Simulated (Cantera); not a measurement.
Equilibrium for chlorosilane synthesis and conversion: SiCl₄ + H₂

Charge: 1 mol SiCl₄, 0.34 mol H₂, at 675 K and 13300 Pa.

Cantera equilibrium calculation (NASA polynomials, part measured and part estimated; ideal gas, pure solids and liquids). Candidate condensed phases: Si; 19 gas species. Kinetics and transport are ignored.

The x(SiCl₄) comes out as 0.741 and the x(H₂) comes out as 0.249. The x(HCl) comes out as 0.00492. The x(SiHCl₃) is 0.00492 and the x(SiH₂Cl₂) is 2.02e-6. The gas amount is 1.340 mol. The log10 activity of Si(s) (absent) is -5.06.
